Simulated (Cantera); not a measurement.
What does this Cantera script print?

```python
import numpy as np
import cantera as ct

gas_names = [...]  # 148 gases of nasa_gas.yaml made of Al, C, H, N, O
cond_names = """
    AL(cr) AL(L) ALN(s) AL2O3(a) AL2O3(L) C(gr) C6H6(L) C7H8(L) C8H18(L),n-octa H2O(s) H2O(L)
""".split()


# ... load() reads the species with a 1 bar reference pressure and builds the phases ...
atoms = {
    'Al(CH3)3': {'AL': 1, 'C': 3, 'H': 9},
    'H2O': {'H': 2, 'O': 1},
    'N2': {'N': 2},
    'NH3': {'N': 1, 'H': 3},
}
top_T = {'ALN(s)': 2750, 'C(gr)': 4500}  # K; cautious upper limits of use, not melting points


# ... equilibrate(T, P, feed) seeds the gas with the atoms and calls Mixture.equilibrate('TP', solver="vcs", rtol=1e-11, max_steps=5000) ...
results = []
T = 1100  # K
P = 100000  # Pa
for m in [23, 27, 31, 36, 42, 49, 57, 66, 77, 89, 100, 120, 140]:
    feed = {'Al(CH3)3': 1, 'H2O': 3.5, 'N2': 5.6, 'NH3': m}  # mol
    mix = equilibrate(T, P, feed)
    results.append((T, P, feed, dict(zip(mix.species_names, mix.species_moles))))
    x = sorted(zip(gas.X, gas.species_names), reverse=True)
    print(f"T = {T:g} K  P = {P:g} Pa  n(NH3) = {m:g} mol  gas = {mix.phase_moles(0):.4g} mol")
    print("   x: " + "  ".join(f"{s} {v:.3e}" for v, s in x if v > 0.0001))
    print("   condensed (mol): " + ("  ".join(f"{mix.phase(i).name} {mix.phase_moles(i):.4g}"
          for i in range(1, mix.n_phases) if mix.phase_moles(i) > 1e-12) or "none"))
```

It prints:

```
T = 1100 K  P = 100000 Pa  n(NH3) = 23 mol  gas = 60.51 mol
   x: H2 6.683e-01  N2 2.826e-01  CO 3.103e-02  CH4 1.603e-02  H2O 1.855e-03
   condensed (mol): AL2O3(a) 0.5  C(gr) 0.1466
T = 1100 K  P = 100000 Pa  n(NH3) = 27 mol  gas = 68.36 mol
   x: H2 6.750e-01  N2 2.794e-01  CO 2.746e-02  CH4 1.634e-02  H2O 1.660e-03
   condensed (mol): AL2O3(a) 0.5
T = 1100 K  P = 100000 Pa  n(NH3) = 31 mol  gas = 76.33 mol
   x: H2 6.825e-01  N2 2.764e-01  CO 2.440e-02  CH4 1.483e-02  H2O 1.680e-03
   condensed (mol): AL2O3(a) 0.5
T = 1100 K  P = 100000 Pa  n(NH3) = 36 mol  gas = 86.29 mol
   x: H2 6.900e-01  N2 2.734e-01  CO 2.138e-02  CH4 1.332e-02  H2O 1.693e-03
   condensed (mol): AL2O3(a) 0.5
T = 1100 K  P = 100000 Pa  n(NH3) = 42 mol  gas = 98.25 mol
   x: H2 6.970e-01  N2 2.707e-01  CO 1.857e-02  CH4 1.191e-02  H2O 1.695e-03
   condensed (mol): AL2O3(a) 0.5
T = 1100 K  P = 100000 Pa  n(NH3) = 49 mol  gas = 112.2 mol
   x: H2 7.033e-01  N2 2.682e-01  CO 1.606e-02  CH4 1.063e-02  H2O 1.687e-03
   condensed (mol): AL2O3(a) 0.5
T = 1100 K  P = 100000 Pa  n(NH3) = 57 mol  gas = 128.2 mol
   x: H2 7.088e-01  N2 2.660e-01  CO 1.387e-02  CH4 9.500e-03  H2O 1.670e-03
   condensed (mol): AL2O3(a) 0.5
T = 1100 K  P = 100000 Pa  n(NH3) = 66 mol  gas = 146.1 mol
   x: H2 7.136e-01  N2 2.642e-01  CO 1.199e-02  CH4 8.511e-03  H2O 1.644e-03
   condensed (mol): AL2O3(a) 0.5
T = 1100 K  P = 100000 Pa  n(NH3) = 77 mol  gas = 168 mol
   x: H2 7.180e-01  N2 2.624e-01  CO 1.025e-02  CH4 7.577e-03  H2O 1.608e-03
   condensed (mol): AL2O3(a) 0.5
T = 1100 K  P = 100000 Pa  n(NH3) = 89 mol  gas = 192 mol
   x: H2 7.218e-01  N2 2.609e-01  CO 8.813e-03  CH4 6.791e-03  H2O 1.567e-03
   condensed (mol): AL2O3(a) 0.5
T = 1100 K  P = 100000 Pa  n(NH3) = 100 mol  gas = 213.9 mol
   x: H2 7.245e-01  N2 2.599e-01  CO 7.787e-03  CH4 6.217e-03  H2O 1.530e-03
   condensed (mol): AL2O3(a) 0.5
T = 1100 K  P = 100000 Pa  n(NH3) = 120 mol  gas = 253.8 mol
   x: H2 7.282e-01  N2 2.584e-01  CO 6.390e-03  CH4 5.413e-03  H2O 1.464e-03  NH3 1.004e-04
   condensed (mol): AL2O3(a) 0.5
T = 1100 K  P = 100000 Pa  n(NH3) = 140 mol  gas = 293.7 mol
   x: H2 7.310e-01  N2 2.573e-01  CO 5.386e-03  CH4 4.815e-03  H2O 1.403e-03  NH3 1.007e-04
   condensed (mol): AL2O3(a) 0.5
```

Equilibrium computed with Cantera from the NASA thermochemical tables; the gas is ideal and each condensed phase is pure. The feed counts by its element totals alone.
